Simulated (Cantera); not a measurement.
A perfectly stirred reactor is fed with 40.0 % CH₄, 60.0 % N₂, at 810 Pa; it is held at 1398 K, and followed from long to short residence time.

Model: GRI-Mech 3.0 (53 species, 325 reactions), integrated in Cantera. GRI-Mech 3.0 stops at C3 and has no aromatics, soot or wall deposition, so with more carbon than oxygen in the feed, carbon stays in small species such as C2H2 where larger ones or solid carbon would form. Radical loss at walls, strong at low pressure, is not modelled.

Problem. Predict: x(CH₄) at τ = 20.0 s; x(CH₂) at τ = 20.0 s; x(H₂) at τ = 20.0 s; x(CH₃) at τ = 20.0 s; x(CH₄) at τ = 0.300 s; x(H₂) at τ = 0.300 s; x(CH₃) at τ = 0.300 s.

Solution. 
```json
{
  "x(CH₄) at τ = 20.0 s": "0.328",
  "x(CH₂) at τ = 20.0 s": "5.61e-9",
  "x(H₂) at τ = 20.0 s": "0.0755",
  "x(CH₃) at τ = 20.0 s": "0.000232",
  "x(CH₄) at τ = 0.300 s": "0.400",
  "x(H₂) at τ = 0.300 s": "0.000179",
  "x(CH₃) at τ = 0.300 s": "9.41e-5"
}
```
